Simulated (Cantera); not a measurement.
# Dilute partial oxidation

A perfectly stirred reactor is fed with 1.66 % CH3OH, 0.974 % O2, 97.4 % N2, equivalence ratio 2.6, at 760 Torr; it is held at 1475 K, and followed from long to short residence time.

Computed with Cantera and GRI-Mech 3.0 (53 species, 325 reactions). GRI-Mech 3.0 was tuned for natural gas; its chemistry of methanol as a main component is partial and can be far from experiment.

```tsv
τ (s)	x CH3OH	x O2	x CO2	x C2H2	x NO	x HO2
0.81	1.15e-6	1.99e-5	0.00405	2.57e-6	1.43e-6	5.98e-9
0.31	2.26e-6	3.88e-5	0.00396	4.13e-6	1.76e-6	1.26e-8
0.12	4.32e-6	7.33e-5	0.00381	5.73e-6	2.01e-6	2.66e-8
0.046	8.24e-6	0.000137	0.00356	7.13e-6	2.18e-6	5.92e-8
0.017	1.64e-5	0.000263	0.00316	8.22e-6	2.28e-6	1.48e-7
0.0067	3.25e-5	0.000494	0.00265	8.76e-6	2.27e-6	3.95e-7
0.0025	7.49e-5	0.00101	0.00197	8.57e-6	1.94e-6	1.41e-6
0.00097	0.000230	0.00223	0.00122	6.47e-6	9.08e-7	7.83e-6
0.00037	0.00725	0.00701	0.000217	4.26e-9	1.39e-9	0.000196
```
x: mole fraction; the columns are a selection and need not sum to one.
